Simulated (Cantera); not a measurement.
# Thermodynamics of carbothermic reduction, feed PbO + CH4 + N2

Feed: 1 mol PbO, 3.1 mol CH4, 3.1 mol N2, at 1200 K.

Method: chemical equilibrium by Gibbs-energy minimisation in Cantera with the NASA 1993 tables (ideal gas, pure condensed phases). Candidate condensed phases: C, C6H6, C7H8, C8H18, H2O, Pb, PbO, PbO2, Pb3O4; 139 gas species. Kinetics and transport are ignored.

```json
[
 {"P (Pa)": "10", "x H2": "0.549", "x N2": "0.274", "x CO": "0.0885", "x Pb": "0.0885", "x CH4": "4.76e-7", "x H2O": "1.26e-7", "x CO2": "1.48e-8", "x NH3": "4.07e-9", "n C(graphite)": "2.10", "n Pb(l)": "0"},
 {"P (Pa)": "42", "x H2": "0.549", "x N2": "0.274", "x CO": "0.0885", "x Pb": "0.0885", "x CH4": "2.00e-6", "x H2O": "5.29e-7", "x CO2": "6.22e-8", "x NH3": "1.71e-8", "n C(graphite)": "2.10", "n Pb(l)": "0"},
 {"P (Pa)": "180", "x H2": "0.549", "x N2": "0.274", "x CO": "0.0885", "x Pb": "0.0885", "x CH4": "8.56e-6", "x H2O": "2.27e-6", "x CO2": "2.66e-7", "x NH3": "7.32e-8", "n C(graphite)": "2.10", "n Pb(l)": "0"},
 {"P (Pa)": "750", "x H2": "0.550", "x N2": "0.275", "x CO": "0.0888", "x Pb": "0.0858", "x CH4": "3.59e-5", "x H2O": "9.51e-6", "x CO2": "1.12e-6", "x NH3": "3.07e-7", "n C(graphite)": "2.10", "n Pb(l)": "0.0339"},
 {"P (Pa)": "3200", "x H2": "0.590", "x N2": "0.295", "x CO": "0.0951", "x Pb": "0.0201", "x CH4": "0.000176", "x H2O": "4.66e-5", "x CO2": "5.47e-6", "x NH3": "1.50e-6", "n C(graphite)": "2.10", "n Pb(l)": "0.789"},
 {"P (Pa)": "13000", "x H2": "0.598", "x N2": "0.300", "x CO": "0.0965", "x Pb": "0.00495", "x CH4": "0.000734", "x H2O": "0.000195", "x CO2": "2.29e-5", "x NH3": "6.29e-6", "n C(graphite)": "2.09", "n Pb(l)": "0.949"},
 {"P (Pa)": "56000", "x H2": "0.597", "x N2": "0.302", "x CO": "0.0963", "x Pb": "0.00115", "x CH4": "0.00315", "x H2O": "0.000835", "x CO2": "9.82e-5", "x NH3": "2.71e-5", "n C(graphite)": "2.08", "n Pb(l)": "0.988"},
 {"P (Pa)": "240000", "x H2": "0.583", "x N2": "0.306", "x CO": "0.0945", "x Pb": "0.000268", "x CH4": "0.0129", "x H2O": "0.00343", "x CO2": "0.000405", "x NH3": "0.000113", "n C(graphite)": "2.01", "n Pb(l)": "0.997"},
 {"P (Pa)": "1000000", "x H2": "0.534", "x N2": "0.319", "x CO": "0.0877", "x Pb": "6.43e-5", "x CH4": "0.0451", "x H2O": "0.0122", "x CO2": "0.00146", "x NH3": "0.000421", "n C(graphite)": "1.79", "n Pb(l)": "0.999"}
]
```
x: gas mole fraction; n: condensed amount in mol.

From 10.0 Pa to 1.80 mbar the condensed part is C(graphite). From 7.50 mbar to 10.0 bar the condensed part is C(graphite) + Pb(l). The main Pb-bearing gas is Pb throughout.
